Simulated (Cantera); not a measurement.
## Catalytic stagnation flow on Pt

A jet of CH4 : O2 : N2 = 0.022 : 0.059 : 0.79 (molar parts) at 300 K and 0.310 bar hits a platinum plate 2.5 cm away at a mass flux of 0.057 kg/m²/s; the plate temperature is set and raised in steps from an oxygen-covered start.

Model: Deutschmann's 1995 Pt surface mechanism with GRI-Mech 3.0 gas chemistry, integrated in Cantera. Catalytic surfaces can have several steady states; this one follows from the mechanism file's or the stated starting coverage.

| plate T (K) | wall x CH4 | wall x O2 | wall x H2O | wall x OH | wall x CO | wall x CO2 | θ free Pt | θ O* | θ OH* |
|---|---|---|---|---|---|---|---|---|---|
| 900 | 0.0119 | 0.0394 | 0.0250 | 1.84e-8 | 4.45e-6 | 0.0164 | 0.193 | 0.805 | 0.00230 |
| 950 | 0.00747 | 0.0301 | 0.0331 | 5.50e-8 | 3.97e-6 | 0.0217 | 0.270 | 0.727 | 0.00243 |
| 1000 | 0.00490 | 0.0247 | 0.0378 | 1.42e-7 | 3.60e-6 | 0.0248 | 0.349 | 0.649 | 0.00232 |
| 1050 | 0.00344 | 0.0216 | 0.0404 | 3.29e-7 | 3.41e-6 | 0.0266 | 0.425 | 0.573 | 0.00211 |
| 1100 | 0.00257 | 0.0198 | 0.0419 | 6.98e-7 | 3.40e-6 | 0.0276 | 0.497 | 0.501 | 0.00186 |
| 1150 | 0.00202 | 0.0187 | 0.0428 | 1.37e-6 | 3.54e-6 | 0.0282 | 0.564 | 0.434 | 0.00162 |
| 1200 | 0.00166 | 0.0180 | 0.0433 | 2.53e-6 | 3.82e-6 | 0.0286 | 0.626 | 0.372 | 0.00140 |
| 1250 | 0.00140 | 0.0176 | 0.0437 | 4.41e-6 | 4.26e-6 | 0.0288 | 0.682 | 0.317 | 0.00120 |
x: mole fraction at the wall; θ: surface coverage.
